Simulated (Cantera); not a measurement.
# SiO2 + HF + HCl (oxide etching and cleaning by halides)

A closed system holds: 1 mol SiO2, 15 mol HF, 64 mol HCl, held at 1698 K and 6.00 mbar.

These are equilibrium values from Cantera (NASA tables, ideal gas, pure condensed phases), not measurements of a reactor. Candidate condensed phases: H2O, Si, SiO2; 52 gas species. The tables' values for SiF3 are old estimates; treat these amounts as uncertain. The tables hold silica as quartz up to 1696 K and as liquid above; real silica turns to tridymite and cristobalite and melts near 1996 K. Kinetics and transport are ignored.

```json
{
 "x(HCl)": "0.793",
 "x(HF)": "0.177",
 "x(Cl)": "0.0139",
 "x(H2)": "0.00684",
 "x(H2O)": "0.00629",
 "x(SiF4)": "0.00306",
 "x(H)": "0.000154",
 "x(SiF3)": "6.12e-5",
 "x(SiO)": "4.79e-5",
 "n(SiO2(condensed))": "0.748 mol",
 "gas_amount": "79.32 mol",
 "log10 activity of Si(l) (absent)": "-9.26"
}
```
